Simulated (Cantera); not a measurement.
# Silicon oxide and oxynitride deposition: HMDSO + NO + CO2

Charge: 1 mol HMDSO, 3.2 mol NO, 0.39 mol CO2, equilibrated at 2100 Pa.

These are equilibrium values from Cantera (NASA tables, ideal gas, pure condensed phases), not measurements of a reactor. Candidate condensed phases: C, C6H6, C7H8, C8H18, H2O, Si, SiC, SiO2, Si2N2O, Si3N4; 151 gas species. The feed counts by its element totals alone. Mutual solubility and eutectic melting of coexisting phases are not modelled. The tables hold silica as quartz up to 1696 K and as liquid above; real silica turns to tridymite and cristobalite and melts near 1996 K. Equilibrium is a limit: real reactors are often held back by kinetics, nucleation or transport.

```
T (K)  log p H2  log p CO  log p N2  log p H2O  log p CH4  log p CO2  log p SiO  log p HCN  n C(graphite)  n SiO2(α-quartz)  n SiO2(β-quartz)  n Si2N2O(s)
-----  --------  --------  --------  ---------  ---------  ---------  ---------  ---------  -------------  ----------------  ----------------  -----------
798       -1.80     -2.94     -2.52      -3.35      -3.45      -3.87       <-13      -9.21           5.53              2.00                 0            0
873       -1.79     -2.79     -2.53      -3.95      -3.93      -4.52       <-13      -8.46           5.42                 0              2.00            0
948       -1.79     -2.76     -2.54      -4.56      -4.34      -5.27       <-13      -7.83           5.40                 0              2.00            0
1023      -1.79     -2.75     -2.54      -5.10      -4.70      -5.95       <-13      -7.29           5.40                 0              2.00            0
1098      -1.79     -2.75     -2.54      -5.58      -5.01      -6.54     -11.94      -6.83           5.41                 0              2.00            0
1173      -1.79     -2.75     -2.54      -5.99      -5.29      -7.06      -9.86      -6.42           5.41                 0              2.00            0
1248      -1.81     -2.47     -2.66      -6.09      -5.58      -6.95      -8.31      -6.14           4.41                 0              1.34        0.332
1323      -1.86     -2.21     -3.03      -6.20      -5.88      -6.82      -7.00      -6.04           2.41                 0                 0        1.000
1398      -1.86     -2.21     -3.03      -6.49      -6.07      -7.18      -6.12      -5.76           2.41                 0                 0        1.000
1473      -1.86     -2.21     -3.03      -6.75      -6.25      -7.49      -5.33      -5.50           2.41                 0                 0        0.998
```
log p: log10 of the partial pressure in bar; n: condensed amount in mol.

At 798 K the condensed part is C(graphite) + SiO2(α-quartz). From 873 K to 1173 K the condensed part is C(graphite) + SiO2(β-quartz). At 1248 K the condensed part is C(graphite) + SiO2(β-quartz) + Si2N2O(s). From 1323 K to 1473 K the condensed part is C(graphite) + Si2N2O(s).
